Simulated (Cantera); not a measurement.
An isothermal plug-flow reactor at 775 K and 2250 Torr (inlet), inlet velocity 1.4 m/s, active area per volume 140 1/m; feed 0.442 % H2, 15.8 % O2, 83.1 % N2, 0.642 % H2O, equivalence ratio 0.014.

Model: Deutschmann's 1995 Pt surface mechanism with GRI-Mech 3.0 gas chemistry, integrated in Cantera. Catalytic surfaces can have several steady states; this one follows from the mechanism file's or the stated starting coverage. Mass transfer to the wall is taken as infinitely fast.

**Question.** Predict: x(H2) at z = 0.021 m; x(O2) at z = 0.021 m; x(H2O) at z = 0.021 m; θ(free Pt) at the exit; θ(O*) at the exit; θ(OH*) at the exit.

**Answer.** 
```
Property                   Value
----------------------  --------
x(H2) at z = 0.021 m    0.000685
x(O2) at z = 0.021 m       0.156
x(H2O) at z = 0.021 m     0.0102
θ(free Pt) at the exit    0.0174
θ(O*) at the exit          0.980
θ(OH*) at the exit       0.00283
```
